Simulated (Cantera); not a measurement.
**Low-pressure radical oxidation in H2/O2**

A perfectly stirred reactor is fed with H₂ : O₂ = 0.26 : 1 (molar parts), at 0.0110 bar; it is held at 1400 K, and followed from long to short residence time.

Detailed kinetics in Cantera: GRI-Mech 3.0 (53 species, 325 reactions). Radical loss at walls, strong at low pressure, is not modelled. The temperature is held fixed by assumption; the heat of reaction is taken as removed at once.

```
τ (s)      x H₂   x O₂     x OH   x H₂O₂    x HO₂
------  -------  -----  -------  -------  -------
0.66    0.00136  0.759  0.00658  1.22e-7  3.08e-6
0.30    0.00222  0.752  0.00839  1.47e-7  3.77e-6
0.14    0.00346  0.743   0.0104  1.70e-7  4.34e-6
0.064   0.00524  0.728   0.0127  1.87e-7  4.71e-6
0.029   0.00743  0.710   0.0149  1.94e-7  4.84e-6
0.013   0.00973  0.692   0.0166  1.92e-7  4.77e-6
0.0061   0.0120  0.679   0.0177  1.90e-7  4.65e-6
0.0028   0.0151  0.674   0.0187  1.92e-7  4.55e-6
```
x: mole fraction; the columns are a selection and need not sum to one.
